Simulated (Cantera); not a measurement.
Feed: 1 mol Si3N4, 0.35 mol O2, equilibrated at 0.100 bar.

Method: chemical equilibrium by Gibbs-energy minimisation in Cantera with the NASA 1993 tables (ideal gas, pure condensed phases). Candidate condensed phases: Si, SiO2, Si2N2O, Si3N4; 16 gas species. Mutual solubility and eutectic melting of coexisting phases are not modelled. Rates play no part. All values below are at 1850 K.

Base state: N2 0.996, SiO 0.00410, Si 2.17e-5 (mole fractions); condensed: Si2N2O(s) + Si3N4(s).

Problem. What changes in the equilibrium state with this change: O2 from 0.35 to 1.3 mol?

Solution. 
```
species                before    after
--------------------  -------  -------
N2                      0.996    0.907
SiO                   0.00410   0.0933
Si                    2.17e-5  1.05e-6
Si2N2O(s), mol          0.699     1.10
Si3N4(s), mol           0.534        0
SiO2(condensed), mol        0    0.703
```
The tables hold silica as quartz up to 1696 K and as liquid above; real silica turns to tridymite and cristobalite and melts near 1996 K.
